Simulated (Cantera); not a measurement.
Input: 1 mol CaO, 2.2 mol NF3, 37 mol H2, equilibrated at 1900 K and 135 Torr.

Equilibrium computed with Cantera from the NASA thermochemical tables; the gas is ideal and each condensed phase is pure. Candidate condensed phases: Ca, CaF2, CaO, Ca(OH)2, H2O; 47 gas species. The numbers say what is thermodynamically allowed, not how fast it happens.

Base state: H2 0.827, HF 0.113, N2 0.0270, H2O 0.0246, CaF2 0.00657, H 0.00170, CaF 4.12e-5 (mole fractions); condensed: CaF2(l).

Task: What changes in the equilibrium state with this change: temperature from 1900 K to 1773.15 K?

Result: 
| species | before | after |
|---|---|---|
| H2 | 0.827 | 0.832 |
| HF | 0.113 | 0.114 |
| N2 | 0.0270 | 0.0272 |
| CaF2 | 0.00657 | 0.00135 |
| H | 0.00170 | 0.000613 |
| H2O | 0.0246 | 0.0247 |
| CaF | 4.12e-5 | 2.94e-6 |
| CaF2(l), mol | 0.731 | 0.945 |
